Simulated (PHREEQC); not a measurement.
Consider water at 25 °C with 40 mmol/kgw NH3, 0.025 mmol/kgw H4SiO4 and 4 mmol/kgw K3PO4. Closed to the air; pH follows from the charge balance.

All values are PHREEQC results (ion-association model, phreeqc.dat), not measurements.

```csv
quantity,before,after
pH,11.47,10.95
ionic strength (mol/kgw),0.0178,0.0193
NH4+ (mol/kgw),0.000273,0.000892
H3SiO4- (mol/kgw),2.38e-5,2.33e-5
H2SiO4-2 (mol/kgw),6.95e-7,2.08e-7
H4SiO4 (mol/kgw),4.77e-7,1.53e-6
SI of Quartz (SiO2),-2.34,-1.83
```

**Question.** Name the change that produced these shifts.
(A) 0.0017 mol/kgw H3PO4 added
(B) H4SiO4 replaced by (NH4)2SiF6 at the same molality
(C) K3PO4 replaced by KBr at the same molality
(D) H4SiO4 from 2.5e-05 to 3.75e-05 mol/kgw
(E) diluted 10-fold with water

**Answer.** A, 0.0017 mol/kgw H3PO4 added

No solid was allowed to form.
